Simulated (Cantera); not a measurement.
Charge: 1 mol C₂H₄, 1.1 mol NH₃, 0.77 mol N₂, held at 240 Pa.

Equilibrium computed with Cantera from the NASA thermochemical tables; the gas is ideal and each condensed phase is pure. Candidate condensed phases: C, C₆H₆, C₇H₈, C₈H₁₈; 92 gas species. Equilibrium is a limit: real reactors are often held back by kinetics, nucleation or transport.

Over these rows the condensed part is C(graphite). Partial pressures as log10 of bar:

| T (K) | 1000/T (1/K) | log p C₂H₂ (acetylene) | log p H₂ | log p N₂ | log p H |
|---|---|---|---|---|---|
| 1723 | 0.5804 | -6.80 | -2.76 | -3.20 | -5.12 |
| 1923 | 0.5200 | -6.11 | -2.76 | -3.20 | -4.41 |
| 2123 | 0.4710 | ? | -2.79 | -3.22 | -3.84 |
| 2323 | 0.4305 | -5.17 | -2.86 | -3.25 | -3.39 |
| 2523 | 0.3964 | -4.94 | -3.01 | -3.31 | -3.06 |
| 2723 | 0.3672 | -4.89 | -3.30 | -3.39 | -2.86 |

### Question
Fit log p(C₂H₂ (acetylene)) = a + b·(1000/T) to the five rows, give the apparent enthalpy, and predict the row at 2123 K.

### Answer
Means: 1000/T = 0.4589, log p = -5.582. Sxy = -0.295530, Sxx = 0.0316172, so b = -9.35 and a = -5.582 − (-9.35)×0.4589 = -1.29.
Apparent enthalpy: −19.145 × (-9.35) = 179 kJ/mol. With the condensed phases at unit activity, 2 C(graphite) + H₂(g) = C₂H₂ (acetylene)(g) links this pressure to the main gases: over the six rows their terms move log p by -0.54 in all, so the slope isn't that reaction's ΔH° alone. The five rows lie within 0.17 of the line; that is curvature, so one enthalpy describes this range poorly.
Prediction at 2123 K: -1.29 + (-9.35)×0.4710 = -5.69. The computed value is -5.57, 0.12 from the line.
